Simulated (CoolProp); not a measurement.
Vapour-liquid equilibrium of isobutene (1) + ethanol (2) at 99.35 °C; x and y are mole fractions of (1).

The numbers come from the multi-fluid Helmholtz-energy mixture model, Lemmon 2005 and Schroeder 2014; pair parameters Bell 2016 in CoolProp.

### Question
Give the bubble pressure and the first vapour's composition at x = 0.05, 0.35, 0.95. Is there an azeotrope?

### Answer
x = 0.05: 452.4 kPa, y = 0.516; x = 0.35: 1327 kPa, y = 0.846; x = 0.95: 1764 kPa, y = 0.968. No azeotrope shows between x = 0.05 and 0.95.

The pair parameters rest on a limited set of measurements; away from them the model extrapolates. With so large a gap from Raoult's law the liquid may split in two, which this calculation doesn't test in full.
